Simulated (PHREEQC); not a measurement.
A solution holds 0.008 mol H3BO3, 0.00075 mol KOH and 0.00019 mol NaCl per kg of water, at 20 °C. Closed to the air; pH follows from the charge balance.

All values are PHREEQC results (ion-association model, phreeqc.dat), not measurements.

```csv
quantity,before,after
pH,8.28,11.03
ionic strength (mol/kgw),0.000940,0.000940
SI of Sylvite (KCl),-7.75,-7.75
```

Task: What was changed between the two runs?
A. NaCl replaced by BaCl2 at the same molality
B. KOH replaced by K2SiO3 at the same molality
C. H3BO3 left out
D. KOH from 0.00075 to 0.00113 mol/kgw

Result: C, H3BO3 left out

Precipitation was switched off in this run.
